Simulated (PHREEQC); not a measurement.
1 kg of water holding 0.022 mol Na2CO3, 0.16 mol Na2SO4 and 0.0033 mol NaCl is evaporated at 20 °C; the solids stay in contact with the brine. The system is closed to CO2. Only these solids could form: Burkeite, Halite, Mirabilite, Nahcolite, Natron, Thenardite, Trona.

All values are PHREEQC results (Pitzer model, pitzer.dat), not measurements.

| water left (kg) | ionic strength | water activity | Mirabilite (mol) | Burkeite (mol) | Natron (mol) |
|---|---|---|---|---|---|
| 1 | 0.548 | 0.992 | 0 | 0 | 0 |
| 0.6755 | [?] | [?] | 0 | 0 | 0 |
| 0.5552 | 0.988 | [?] | 0 | 0 | 0 |
| 0.4563 | 1.20 | 0.985 | 0 | 0 | 0 |
| 0.3083 | 1.78 | 0.978 | 0 | 0 | 0 |
| 0.2082 | 2.64 | 0.969 | 0 | 0 | 0 |
| 0.1712 | 3.21 | 0.963 | 0 | 0 | 0 |
| 0.1407 | 3.90 | 0.956 | 0 | 0 | 0 |
| 0.08626 | 4.67 | 0.948 | 0.0487 | 0 | 0 |
| 0.04541 | 5.20 | 0.941 | [?] | 0 | 0 |
| 0.03037 | 5.80 | 0.933 | 0.124 | 0 | 0 |
| 0.01813 | 7.11 | 0.915 | 0.140 | 0 | 0 |
| 0.004369 | 13.3 | 0.795 | 0.138 | 0.00843 | 0.000367 |

Some entries are withheld; supply them.


- 0.6755, ionic strength: 0.812
- 0.6755, water activity: 0.989
- 0.5552, water activity: 0.987
- 0.04541, Mirabilite (mol): 0.104

Species that the database lacks are ignored.
